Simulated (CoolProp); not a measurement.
A closed Brayton cycle with carbon dioxide: compressor inlet 319.15 K and 9 MPa, high pressure 27.5 MPa, turbine inlet 660 K, compressor efficiency 0.85, turbine efficiency 0.85, recuperator effectiveness 0.8 (on enthalpy, no pinch check). Each further row changes one setting.

The numbers come from the reference Helmholtz-energy equation of state, Span 1996 in CoolProp.

```tsv
case	thermal efficiency (%)	net work (kJ/kg)	compressor to turbine work	compressor exit (K)	turbine exit (K)
as stated	23.4	55.8	0.46	396.3	547.2
turbine inlet 610 K	20.8	45.1	0.52	396.3	501.1
compressor inlet 329.15 K	20.8	45.1	0.57	421.3	547.2
high pressure 23.4 MPa	?	?	?	384.8	?
recuperator effectiveness 0.5	19.1	55.8	0.46	396.3	547.2
```

Question: Fill in the missing entries.

Answer: 
- high pressure 23.4 MPa, thermal efficiency (%): 22.8
- high pressure 23.4 MPa, net work (kJ/kg): 51.4
- high pressure 23.4 MPa, compressor to turbine work: 0.43
- high pressure 23.4 MPa, turbine exit (K): 563.3
